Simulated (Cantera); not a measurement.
A freely propagating, adiabatic, planar premixed flame of CH₄ : O₂ : N₂ = 1 : 1.54 : 5.08 (molar parts), unburnt at 350 K and 6.61 atm; mixture-averaged transport, grid criteria slope 0.08 and curve 0.16, no radiation.

Computed with Cantera and GRI-Mech 3.0 (53 species, 325 reactions). Burning velocities carry a grid error of a few per cent, more on coarse grids.

Problem. How do the results move with these cheaper or finer settings: unity-Lewis-number transport; multicomponent transport; multicomponent+Soret transport; grid criteria slope 0.5, curve 1; grid criteria slope 0.25, curve 0.5; grid criteria slope 0.03, curve 0.06?

Solution. 
```csv
setting,laminar burning velocity,thermal thickness,peak x(H₂O₂),peak x(C₂H₄),grid points
as above,17.7 cm/s,0.152 mm,5.93e-5,0.00173,136
unity-Lewis-number transport,13.2 cm/s,0.186 mm,1.63e-5,0.00136,132
multicomponent transport,17.8 cm/s,0.154 mm,5.63e-5,0.00176,136
multicomponent+Soret transport,18.0 cm/s,0.150 mm,5.18e-5,0.00173,136
"grid criteria slope 0.5, curve 1",18.9 cm/s,0.169 mm,7.11e-5,0.00177,32
"grid criteria slope 0.25, curve 0.5",18.1 cm/s,0.159 mm,6.07e-5,0.00175,52
"grid criteria slope 0.03, curve 0.06",17.5 cm/s,0.150 mm,5.87e-5,0.00173,329
```
The base run took very roughly 13 core-seconds.
Unity Lewis numbers drop preferential diffusion, which matters most where H2 and H carry the flame; Soret adds thermal diffusion.
